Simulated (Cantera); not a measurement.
Input: 1 mol SiHCl3, 20 mol NH3, equilibrated at 1330 Pa.

Cantera equilibrium calculation (NASA polynomials, part measured and part estimated; ideal gas, pure solids and liquids). Candidate condensed phases: NH4Cl, Si, Si3N4; 28 gas species. Gases not in the tables: Si2H6 and higher silanes. Rates play no part.

Task: Which condensed phases are stable at each of these points (T (K)): 1423, 1498, 1573, 1648, 1723, 1798, 1873, 1948?

Result: 
| T (K) | condensed phases | Si condensed (%) |
|---|---|---|
| 1423 | Si3N4(s) | 97.9 |
| 1498 | Si3N4(s) | 94.2 |
| 1573 | Si3N4(s) | 86.3 |
| 1648 | Si3N4(s) | 73.0 |
| 1723 | Si3N4(s) | 55.3 |
| 1798 | Si(l) | 52.6 |
| 1873 | Si(l) | 52.5 |
| 1948 | Si(l) | 48.8 |

From 1423 K to 1723 K the condensed part is Si3N4(s). From 1798 K to 1948 K the condensed part is Si(l).
